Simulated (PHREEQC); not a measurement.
Synthetic water in mg/kgw, 38 °C, pH 6.01, pe 9.6:

| constituent | mg/kgw |
|---|---|
| Na | 0.00794 |
| K | 0.00879 |
| Ca | 0.00823 |
| Mg | 0.000481 |
| Cl | 0.00284 |
| S(6) as SO4 | 0.00877 |
| Alkalinity as HCO3 | 0.0463 |
| Cd | 0.000506 |
| O(0) (dissolved oxygen) | 3.27e-05 |
| B | 2.17e-06 |

Cl is adjusted to close the charge balance.
Valence states are taken as typed.

Equilibrium calculation in PHREEQC: ion-association model, phreeqc.dat.

```json
{
 "ionic_strength": "2.33e-6 mol/kgw"
}
```

| species | molality | activity | log γ |
|---|---|---|---|
| CO2 | 3.35e-6 | 3.35e-6 | 0.000 |
| HCO3- | 1.71e-6 | 1.71e-6 | -0.001 |
| H+ | 9.79e-7 | 9.77e-7 | -0.001 |
| Na+ | 3.45e-7 | 3.45e-7 | -0.001 |
| K+ | 2.25e-7 | 2.24e-7 | -0.001 |
| Ca+2 | 2.05e-7 | 2.04e-7 | -0.003 |
| SO4-2 | 9.13e-8 | 9.06e-8 | -0.003 |
| Cl- | 8.80e-8 | 8.79e-8 | -0.001 |
| OH- | 2.63e-8 | 2.62e-8 | -0.001 |
| Mg+2 | 1.98e-8 | 1.96e-8 | -0.003 |
| Cd+2 | 4.50e-9 | 4.47e-9 | -0.003 |
| O2 | 1.02e-9 | 1.02e-9 | 0.000 |

No solid was allowed to form. At this temperature some constants are extrapolated from 25 °C, and those without enthalpy data are left unchanged.
